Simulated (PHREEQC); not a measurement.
PHREEQC input (ion-association model, wateq4f.dat):

```
SOLUTION_MASTER_SPECIES
  An  An-  0  An  62.0  # stands for a non-complexing anion
SOLUTION_SPECIES
  An- = An-
    -log_k 0
    -gamma 3.0 0
PHASES
  Fix_H+
    H+ = H+
    -log_k 0
SOLUTION 1
  temp 25
  units mmol/kgw
  pH 7 charge
  Cl 0.0116
  Ni 0.0058
  Na 1
  An 1
END
SELECTED_OUTPUT 1
  -reset false
  -pH true
  -pe true
  -ionic_strength true
  -water true
  -totals Cl Na Ni
  -molalities Hfo_wOH Hfo_wOH2+ Hfo_wO- Hfo_sOH Hfo_sOH2+ Hfo_sO- Hfo_sONi+ Hfo_wONi+
  -saturation_indices Ni(OH)2 Halite
USER_PUNCH 1
  -headings sigma psi
  10 PUNCH EDL("sigma", "Hfo"), EDL("psi", "Hfo")
PRINT
  -reset false
USE solution 1
SURFACE 1
  Hfo_wOH 5.39326e-05 600 0.024
  Hfo_sOH 1.34831e-06
EQUILIBRIUM_PHASES 1
  Fix_H+ -3 HAn 10
    -force_equality true
  O2(g) -0.68 10
END
# ... the last block is repeated for the other 12 points of pH, with NaOH or the acid as the point needs
```

Selected output (columns that matter, 13 of 13 rows; pH added in front):

```
pH	mu	Na	Ni	m_Hfo_wOH	m_Hfo_wOH2+	m_Hfo_wO-	m_Hfo_sOH	m_Hfo_sOH2+	m_Hfo_sO-	m_Hfo_sONi+	si_Ni(OH)2	si_Halite	sigma	psi
3	0.0020846	0.001	5.8e-06	1.6829e-05	3.6928e-05	1.7569e-07	4.2071e-07	9.232e-07	4.3921e-09	5.2591e-13	-10.124	-9.5615	0.25243	0.23359
3.5	0.0013592	0.001	5.8e-06	2.7288e-05	2.5988e-05	6.5642e-07	6.822e-07	6.4969e-07	1.6411e-08	3.8408e-12	-9.1083	-9.5534	0.17399	0.22546
4	0.0011298	0.001	5.8e-06	3.3949e-05	1.8561e-05	1.4225e-06	8.487e-07	4.6402e-07	3.5561e-08	2.7816e-11	-8.1023	-9.5504	0.11772	0.21014
4.5	0.001056	0.001	5.7998e-06	3.7781e-05	1.3778e-05	2.3733e-06	9.4438e-07	3.444e-07	5.9324e-08	2.0744e-10	-7.1002	-9.5493	0.078335	0.19096
5	0.0010315	0.001	5.7983e-06	3.9811e-05	1.0742e-05	3.38e-06	9.9407e-07	2.6823e-07	8.4398e-08	1.6178e-09	-6.0996	-9.549	0.050575	0.16912
5.5	0.001023	0.001	5.7861e-06	4.0771e-05	8.866e-06	4.2951e-06	1.0093e-06	2.1948e-07	1.0633e-07	1.3217e-08	-5.1003	-9.5488	0.031481	0.14509
6	0.0010195	0.001	5.6887e-06	4.1181e-05	7.7e-06	5.0455e-06	9.4936e-07	1.7751e-07	1.1632e-07	1.0512e-07	-4.1076	-9.5488	0.018943	0.11939
6.5	0.0010168	0.001	5.2028e-06	4.1328e-05	6.8023e-06	5.7523e-06	6.1423e-07	1.011e-07	8.5491e-08	5.4749e-07	-3.1464	-9.5488	0.011143	0.093087
7	0.0010155	0.001002	4.3157e-06	4.1114e-05	5.9611e-06	6.4962e-06	1.7262e-07	2.5028e-08	2.7274e-08	1.1234e-06	-2.2279	-9.5479	0.0063455	0.066767
7.5	0.0010144	0.001006	2.6806e-06	3.9787e-05	4.8551e-06	7.4693e-06	3.8259e-08	4.6687e-09	7.1825e-09	1.2982e-06	-1.4359	-9.5461	0.0033684	0.041619
8	0.0010133	0.001011	7.1872e-07	3.7747e-05	3.7698e-06	8.6588e-06	1.7951e-08	1.7928e-09	4.1178e-09	1.3244e-06	-1.0115	-9.5439	0.0012727	0.017189
8.5	0.001015	0.0010148	9.6108e-08	3.6951e-05	3.3962e-06	9.2098e-06	1.5127e-08	1.3904e-09	3.7704e-09	1.328e-06	-0.9	-9.5423	-0.00075103	-0.010256
9	0.0010222	0.0010224	1.1835e-08	3.672e-05	3.251e-06	9.5017e-06	1.4755e-08	1.3063e-09	3.8179e-09	1.3284e-06	-0.8727	-9.5392	-0.0031162	-0.038872
```

The oxide is taken as insoluble; below pH 4 it would dissolve.
